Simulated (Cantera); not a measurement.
A perfectly stirred reactor is fed with H₂ : O₂ : N₂ = 1 : 0.82 : 3.08 (molar parts), equivalence ratio 0.61, at 1.01 bar; it is adiabatic with a 500 K inlet, and is followed from long to short residence time, starting on the burning branch (τ in s: 0.38, 0.13, 0.046, 0.016, 0.0056, 0.0019, 0.00068, 0.00024, 8.3e-05, 2.9e-05).

Model: GRI-Mech 3.0 (53 species, 325 reactions), integrated in Cantera.

Problem. Predict: blow-out, bracketed by the residence times tried; x(H₂) at τ = 0.380 s; x(O₂) at τ = 0.380 s; x(H) at τ = 0.380 s; x(O) at τ = 0.380 s; x(NO₂) at τ = 0.380 s; x(H₂) at τ = 1.90 ms; x(O₂) at τ = 1.90 ms; x(H) at τ = 1.90 ms; x(O) at τ = 1.90 ms; x(NO₂) at τ = 1.90 ms.

Solution. 
* **blow-out, bracketed by the residence times tried**: burning at 29.0 µs, the shortest tried
* **x(H₂) at τ = 0.380 s**: 0.000326
* **x(O₂) at τ = 0.380 s**: 0.0717
* **x(H) at τ = 0.380 s**: 3.79e-5
* **x(O) at τ = 0.380 s**: 0.000235
* **x(NO₂) at τ = 0.380 s**: 5.85e-7
* **x(H₂) at τ = 1.90 ms**: 0.00394
* **x(O₂) at τ = 1.90 ms**: 0.0712
* **x(H) at τ = 1.90 ms**: 0.00159
* **x(O) at τ = 1.90 ms**: 0.00268
* **x(NO₂) at τ = 1.90 ms**: 1.94e-8
